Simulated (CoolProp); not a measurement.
C3F8 (R218) along the isotherm 440 K: Z from the reference equation and from simpler models built on Tc = 345.0 K, pc = 2.640 MPa, ω = 0.317; each cubic takes its own stable root.

Computed with CoolProp (reference Helmholtz-energy equation of state, Lemmon 2006). It is a short technical equation, of lower accuracy than the large ones.

| p (MPa) | phase | reference | Pitzer virial | van der Waals | Redlich-Kwong | Soave-Redlich-Kwong |
|---|---|---|---|---|---|---|
| 0.102 | gas | 0.9948 | 0.9946 | 0.9937 | 0.9936 | 0.9948 |
| 0.203 | gas | 0.9897 | 0.9892 | 0.9875 | 0.9873 | 0.9897 |
| 0.305 | gas | 0.9845 | 0.9838 | 0.9811 | 0.9809 | 0.9846 |
| 0.406 | gas | 0.9793 | 0.9785 | 0.9748 | 0.9745 | 0.9795 |
| 0.508 | gas | 0.9741 | 0.9731 | 0.9683 | 0.9680 | 0.9743 |
| 0.609 | gas | 0.9689 | 0.9677 | 0.9619 | 0.9616 | 0.9692 |
| 0.711 | gas | 0.9636 | 0.9623 | 0.9553 | 0.9551 | 0.9641 |
| 0.812 | gas | 0.9583 | 0.9569 | 0.9487 | 0.9487 | 0.9590 |
| 0.914 | gas | 0.9530 | 0.9515 | 0.9420 | 0.9422 | 0.9539 |
| 1.02 | gas | 0.9474 | 0.9459 | 0.9350 | 0.9354 | 0.9486 |
| 1.12 | gas | 0.9421 | 0.9406 | 0.9284 | 0.9289 | 0.9436 |
| 1.22 | gas | 0.9368 | 0.9353 | 0.9216 | 0.9225 | 0.9386 |
| 1.32 | gas | 0.9315 | 0.9300 | 0.9148 | 0.9160 | 0.9336 |
